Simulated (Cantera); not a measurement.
Cantera with NASA thermochemical tables; ideal gases at 1 bar, condensed phases pure. Values are per mole of reaction as written; species without (g) are pure solids or liquids, kept so even where they would boil at 1 bar.

CaBr2 ⇌ Ca(g) + Br2(g), with ΔH° = 891.9 kJ and ΔS° = 270.6 J/K at 300 K.

How far is the shortcut ΔG° ≈ ΔH°(300 K) − T·ΔS°(300 K) from the full temperature-dependent value at 1573, 1673, 1773, 1873, 1973, 2073, 2173 K?


```tsv
T (K)	shortcut (kJ)	full (kJ)	difference (kJ)	difference in log10 K	condensed phases
1573	466.4	516.0	-49.6	1.65	CaBr2(l)
1673	439.3	497.1	-57.8	1.80	CaBr2(l)
1773	412.2	478.5	-66.3	1.95	CaBr2(l)
1873	385.2	460.3	-75.1	2.09	CaBr2(l)
1973	358.1	442.3	-84.1	2.23	CaBr2(l)
2073	331.1	424.6	-93.5	2.36	CaBr2(l)
2173	304.0	407.1	-103.1	2.48	CaBr2(l)
```
The shortcut ignores heat capacities and the phase changes listed.
